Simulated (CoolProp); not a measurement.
Vapour-liquid equilibrium of nitrogen (1) + oxygen (2) at 2.26 bar; x and y are mole fractions of (1).

The numbers come from the multi-fluid Helmholtz-energy mixture model, Span 2000 and Schmidt 1985; pair parameters Gernert 2013 in CoolProp.

```
x      bubble temperature, mixture model (K)  bubble temperature, Raoult's law (K)  y, mixture model  y, Raoult's law
-----  -------------------------------------  ------------------------------------  ----------------  ---------------
0.05                                    97.2                                  97.4             0.152            0.144
0.125                                   95.5                                  95.8             0.327            0.318
0.2                                     93.9                                  94.4             0.458            0.456
0.275                                   92.7                                  93.1             0.560            0.565
0.35                                    91.5                                  91.9             0.642            0.653
0.425                                   90.5                                  90.8             0.710            0.725
0.5                                     89.6                                  89.8             0.766            0.785
0.575                                   88.7                                  88.9             0.815            0.834
0.65                                    88.0                                  88.1             0.857            0.875
0.725                                   87.2                                  87.3             0.895            0.910
0.8                                     86.5                                  86.6             0.928            0.940
0.875                                   85.9                                  85.9             0.957            0.965
0.95                                    85.3                                  85.3             0.984            0.987
```

The largest gap from Raoult's law is -0.5 K in bubble temperature, at x = 0.2. No azeotrope shows between x = 0.05 and 0.95.

Pair parameters are fitted to limited data, so mixtures are less certain than the pure fluids.
